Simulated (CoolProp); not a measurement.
The numbers come from the reference Helmholtz-energy equation of state, Lemmon 2016 in CoolProp.

Give the vapour pressure (MPa), liquid density (kg/m³), vapour density (kg/m³), liquid cp (kJ/(kg K)) of saturated R365MFC at 89.35, 102.35, 128.35 °C.


```csv
T (°C),p (MPa),liquid density (kg/m³),vapour density (kg/m³),liquid cp (kJ/(kg K))
89.35,0.450,1100,25.4,1.53
102.35,0.621,1070,35.2,1.58
128.35,1.10,986,64.8,1.70
```
